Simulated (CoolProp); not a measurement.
Dry air along the isotherm -179.35 °C: density (kg/m³) from the reference equation and from simpler models built on Tc = -140.6 °C, pc = 3786 kPa, ω = 0.034; each cubic takes its own stable root.

Computed with CoolProp (reference Helmholtz-energy equation of state, Lemmon 2000). It is a pseudo-pure fit of the blend.

```
p (kPa)   phase  reference
-------  ------  ---------
29.9        gas      1.119
61.5        gas      2.320
126         gas      4.835
259         gas      10.33
1090     liquid      805.3
2240     liquid      809.6
4610     liquid      818.0
9460     liquid      833.2
```

Problem. How far does each simpler model (van der Waals, Redlich-Kwong, Peng-Robinson) lie from the reference over these 8 states: mean and median of the absolute difference, and the worst?

Solution. 
- van der Waals: mean 14.8 %, median 14.7 %, worst -29.7 % at -179.35 °C and 1090 kPa
- Redlich-Kwong: mean 1.3 %, median 1.2 %, worst +3.0 % at -179.35 °C and 9460 kPa
- Peng-Robinson: mean 7.6 %, median 7.4 %, worst +15.5 % at -179.35 °C and 9460 kPa
